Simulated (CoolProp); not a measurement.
Properties of n-heptane along the isotherm 600 K (Tc = 541.2 K, pc = 2.774 MPa, ω = 0.349).

Values from CoolProp's reference Helmholtz-energy equation of state, Span 2003. It is a short technical equation, of lower accuracy than the large ones.

```
p (MPa)          phase  cp (kJ/(kg K))  Joule-Thomson coefficient (K/MPa)  viscosity (µPa s)
-------  -------------  --------------  ---------------------------------  -----------------
0.52               gas           2.906                              5.958               11.9
1.04               gas           2.954                              6.433               12.4
1.56               gas           3.018                              6.976               13.1
2.08               gas           3.105                              7.585               14.0
2.6                gas           3.228                              8.239               15.4
3.12     supercritical           3.403                              8.872               17.1
3.64     supercritical           3.651                              9.343               19.6
4.16     supercritical           3.981                              9.415               22.9
```

Viscosity comes from a separate model (Michailidou 2014).
